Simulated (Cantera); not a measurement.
An adiabatic, constant-volume homogeneous reactor starts with 26.3 % H₂, 15.5 % O₂, 58.2 % N₂, equivalence ratio 0.85, at 1598 K and 0.987 atm.

Computed with Cantera and GRI-Mech 3.0 (53 species, 325 reactions).

Q: Predict: time of steepest temperature rise; temperature at 0.300 s; equilibrium temperature; x(H₂) at 0.300 s; x(O₂) at 0.300 s; x(NO₂) at 0.300 s; x(HO₂) at 0.300 s; x(NO) at 0.300 s.

A: 
```json
{
  "time_of_steepest_temperature_rise": "9.70 µs",
  "temperature at 0.300 s": "2962 K",
  "equilibrium_temperature": "2962 K",
  "x(H₂) at 0.300 s": "0.0399 (gas-phase equilibrium 0.0399)",
  "x(O₂) at 0.300 s": "0.0274 (gas-phase equilibrium 0.0274)",
  "x(NO₂) at 0.300 s": "4.12e-6 (gas-phase equilibrium 4.12e-6)",
  "x(HO₂) at 0.300 s": "1.44e-5 (gas-phase equilibrium 1.44e-5)",
  "x(NO) at 0.300 s": "0.0147 (gas-phase equilibrium 0.0147)"
}
```
